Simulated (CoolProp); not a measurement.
Model: reference Helmholtz-energy equation of state, Pan 2012, in CoolProp.

For R236FA, give the phase and the speed of sound (m/s), viscosity (µPa s) at -52.95 °C and 47.9 kPa; -52.95 °C and 1510 kPa.


- -52.95 °C and 47.9 kPa: liquid; speed of sound 863, viscosity 971
- -52.95 °C and 1510 kPa: liquid; speed of sound 869, viscosity 993

Viscosity comes from a separate model (Huber 2003), an estimate that may be off by 10 % or more.
